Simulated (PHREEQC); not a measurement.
1 kg of water meets 20 L of dry gas (N2 1 by moles) at fixed total pressure, at 200 atm; fugacities by Peng-Robinson. The gases take part in no redox reaction, some water evaporates into the gas, and hydrates or a liquid gas phase aren't modelled. Precipitation was switched off in this run.

Equilibrium calculation in PHREEQC: ion-association model, phreeqc.dat.

| T (°C) | dissolved N2 (mol/kgw) | φ of N2 |
|---|---|---|
| 10 | 0.126 | 0.951 |
| 20 | 0.109 | 0.967 |
| 30 | 0.0969 | 0.981 |
| 40 | 0.0886 | 0.993 |
| 50 | 0.0829 | 1.003 |
| 60 | 0.0792 | 1.013 |
| 70 | 0.0771 | 1.021 |
| 80 | 0.0764 | 1.028 |
| 90 | 0.0768 | 1.035 |

At this temperature some constants are extrapolated from 25 °C, and those without enthalpy data are left unchanged.
